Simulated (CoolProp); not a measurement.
Computed with CoolProp (reference Helmholtz-energy equation of state, Wu 2012).

Problem. For fluoroethane (R161), give the phase and the Z, cp (kJ/(kg K)), Joule-Thomson coefficient (K/MPa), isothermal compressibility (1/MPa) at -68.75 °C and 2.05 MPa.

Solution. 
- -68.75 °C and 2.05 MPa: liquid; Z 0.0673, cp 1.92, Joule-Thomson coefficient -0.419, isothermal compressibility 0.000969
